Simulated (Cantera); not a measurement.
Input: 1 mol MgO, 0.13 mol SO3, 0.98 mol H2O, at 1598.15 K and 0.480 bar.

Method: chemical equilibrium by Gibbs-energy minimisation in Cantera with the NASA 1993 tables (ideal gas, pure condensed phases). Candidate condensed phases: H2O, H2SO4, Mg, MgO, Mg(OH)2, MgS, MgSO4, S; 26 gas species. Rates play no part.

Base state: H2O 0.834, SO2 0.110, O2 0.0550, OH 0.000433, SO3 0.000419, H2 3.33e-5 (mole fractions); condensed: MgO(s).

Task: What changes in the equilibrium state with this change: SO3 from 0.13 to 2 mol?

Result: 
| species | before | after |
|---|---|---|
| SO2 | 0.110 | 0.499 |
| O2 | 0.0550 | 0.250 |
| H2O | 0.834 | 0.247 |
| SO3 | 0.000419 | 0.00404 |
| H2 | 3.33e-5 | 4.62e-6 |
| MgO(s), mol | 1.000 | 1.000 |

Task: What changes in the equilibrium state with this change: SO3 from 0.13 to 1.3 mol?

Result: 
```
species        before     after
-----------  --------  --------
SO2             0.110     0.441
H2O             0.834     0.335
O2             0.0550     0.220
SO3          0.000419   0.00335
H2            3.33e-5   6.68e-6
OH           0.000433  0.000388
MgO(s), mol     1.000     1.000
```
